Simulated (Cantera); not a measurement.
Charge: 1 mol CaCO₃, 0.3 mol C, 0.012 mol H₂, held at 0.143 Torr.

Method: chemical equilibrium by Gibbs-energy minimisation in Cantera with the NASA 1993 tables (ideal gas, pure condensed phases). Candidate condensed phases: C, C₆H₆, C₇H₈, C₈H₁₈, Ca, CaCO₃, CaO, Ca(OH)₂, H₂O; 115 gas species. Kinetics and transport are ignored.

log p: log10 of the partial pressure in bar; n: condensed amount in mol.

| T (°C) | log p H₂ | log p CO | log p CO₂ | log p O₂ | log p O | log p H₂O | n C(graphite) | n CaCO₃(calcite) | n CaO(s) |
|---|---|---|---|---|---|---|---|---|---|
| 375 | -3.74 | -5.41 | -6.17 | <-15 | <-15 | -5.71 | 0.300 | 1.000 | 0.000233 |
| 525 | -5.86 | -4.06 | -4.00 | <-15 | <-15 | -6.43 | 0 | 0 | 1.00 |
| 675 | -5.97 | -4.06 | -4.00 | <-15 | <-15 | -6.17 | 0 | 0 | 1.00 |
| 825 | -6.09 | -4.06 | -4.00 | <-15 | <-15 | -6.03 | 0 | 0 | 1.00 |
| 975 | -6.20 | -4.06 | -4.00 | -14.46 | -14.41 | -5.95 | 0 | 0 | 1.00 |
| 1125 | -6.30 | -4.05 | -4.00 | -11.94 | -12.01 | -5.91 | 0 | 0 | 1.00 |
| 1275 | -6.38 | -4.05 | -4.00 | -9.91 | -10.07 | -5.88 | 0 | 0 | 1.00 |
| 1425 | -6.46 | -4.05 | -4.00 | -8.24 | -8.48 | -5.87 | 0 | 0 | 1.000 |
| 1575 | (withheld) | -4.05 | -4.00 | (withheld) | (withheld) | -5.90 | 0 | 0 | 1.000 |
| 1725 | (withheld) | -4.04 | -4.03 | (withheld) | (withheld) | (withheld) | 0 | 0 | 1.000 |
| 1875 | -6.92 | -3.99 | -4.15 | -5.08 | -5.26 | -6.37 | 0 | 0 | 0.998 |

Problem. Complete the blanks.

Solution. 
- 1575, log p H₂: -6.55
- 1575, log p O₂: -6.85
- 1575, log p O: -7.15
- 1725, log p H₂: -6.69
- 1725, log p O₂: -5.75
- 1725, log p O: -6.05
- 1725, log p H₂O: -6.01
